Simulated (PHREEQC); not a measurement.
Make-up at 20 °C: 0.034 mol/kgw HNO3, 0.0026 mol/kgw CaCl2, 0.013 mol/kgw MnSO4 and 0.0054 mol/kgw ZnSO4. Closed to the air; pH follows from the charge balance.

All values are PHREEQC results (ion-association model, phreeqc.dat), not measurements.

Precipitation was switched off in this run.

Q: Order these Zn species by the share of Zn that they hold, largest first: Zn+2, ZnSO4, ZnCl+, Zn(SO4)2-2.

A: Zn+2 (78 %), ZnSO4 (20 %), Zn(SO4)2-2 (1.3 %), ZnCl+ (0.34 %)

The pH is 1.65 and the ionic strength 0.0858 mol/kgw.
